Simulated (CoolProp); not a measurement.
Computed with CoolProp (reference Helmholtz-energy equation of state, Tillner-Roth 1997).

**Question.** For CH2F2 (R32), give the phase and the Joule-Thomson coefficient (K/MPa), viscosity (µPa s) at 420.4 K and 0.101 MPa.

**Answer.** 
- 420.4 K and 0.101 MPa: gas; Joule-Thomson coefficient 8.60, viscosity 18.6

Viscosity comes from a separate model (Bell 2016), an estimate that may be off by 10 % or more.
